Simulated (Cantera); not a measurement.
A Cantera script and what it prints.

```python
import numpy as np
import cantera as ct

gas_names = [...]  # 109 gases of nasa_gas.yaml made of C, Cl, H, Si
cond_names = """
    C(gr) C6H6(L) C7H8(L) C8H18(L),n-octa Si(cr) Si(L) SiC(b)
""".split()


# ... load() reads the species with a 1 bar reference pressure and builds the phases ...
atoms = {
    'CH3SiCl3': {'C': 1, 'H': 3, 'Si': 1, 'CL': 3},
    'HCl': {'H': 1, 'CL': 1},
    'H2': {'H': 2},
    'C2H4': {'C': 2, 'H': 4},
}
top_T = {'C(gr)': 4500, 'SiC(b)': 3050}  # K; cautious upper limits of use, not melting points


# ... equilibrate(T, P, feed) seeds the gas with the atoms and calls Mixture.equilibrate('TP', solver="vcs", rtol=1e-11, max_steps=5000) ...
results = []
feed = {'CH3SiCl3': 1, 'HCl': 1.7, 'H2': 1500, 'C2H4': 1.1}  # mol
P = 100000  # Pa
for T in [1348, 1548, 1748, 1948, 2148, 2348, 2548]:
    mix = equilibrate(T, P, feed)
    results.append((T, P, feed, dict(zip(mix.species_names, mix.species_moles))))
    x = sorted(zip(gas.X, gas.species_names), reverse=True)
    print(f"T = {T:g} K  P = {P:g} Pa  gas = {mix.phase_moles(0):.4g} mol")
    print("   x: " + "  ".join(f"{s} {v:.3e}" for v, s in x if v > 1e-05))
    print("   condensed (mol): " + ("  ".join(f"{mix.phase(i).name} {mix.phase_moles(i):.4g}"
          for i in range(1, mix.n_phases) if mix.phase_moles(i) > 1e-12) or "none"))
```

It prints:

```
T = 1348 K  P = 100000 Pa  gas = 1505 mol
   x: H2 9.954e-01  HCL 3.122e-03  CH4 1.462e-03
   condensed (mol): SiC(b) 0.9992
T = 1548 K  P = 100000 Pa  gas = 1505 mol
   x: H2 9.954e-01  HCL 3.123e-03  CH4 1.443e-03  H 3.072e-05
   condensed (mol): SiC(b) 0.9993
T = 1748 K  P = 100000 Pa  gas = 1506 mol
   x: H2 9.956e-01  HCL 3.120e-03  CH4 9.116e-04  H 2.280e-04  C2H2,acetylene 1.124e-04
   condensed (mol): C(gr) 0.4725  SiC(b) 0.9983
T = 1948 K  P = 100000 Pa  gas = 1507 mol
   x: H2 9.948e-01  HCL 3.114e-03  H 1.127e-03  C2H2,acetylene 4.915e-04  CH4 4.636e-04  CH3 1.047e-05
   condensed (mol): SiC(b) 0.9894
T = 2148 K  P = 100000 Pa  gas = 1510 mol
   x: H2 9.918e-01  H 4.151e-03  HCL 3.096e-03  C2H2,acetylene 6.775e-04  CH4 1.733e-04  SiH2 3.519e-05  Si 3.360e-05  SiH 1.642e-05  CH3 1.402e-05
   condensed (mol): SiC(b) 0.8574
T = 2348 K  P = 100000 Pa  gas = 1517 mol
   x: H2 9.830e-01  H 1.224e-02  HCL 3.056e-03  C2H2,acetylene 9.812e-04  Si 3.423e-04  SiH2 1.358e-04  SiH 1.146e-04  CH4 8.067e-05  CL 2.728e-05  Si2C 2.036e-05  CH3 1.869e-05  SiC2 1.015e-05
   condensed (mol): none
T = 2548 K  P = 100000 Pa  gas = 1531 mol
   x: H2 9.648e-01  H 3.038e-02  HCL 2.997e-03  C2H2,acetylene 9.981e-04  Si 4.420e-04  SiH 1.068e-04  SiH2 7.653e-05  CL 6.642e-05  CH4 3.625e-05  CH3 2.030e-05  SiC2 1.029e-05
   condensed (mol): none
```

These are equilibrium values from Cantera (NASA tables, ideal gas, pure condensed phases), not measurements of a reactor. The feed counts by its element totals alone. Gases not in the tables: Si2H6 and higher silanes.
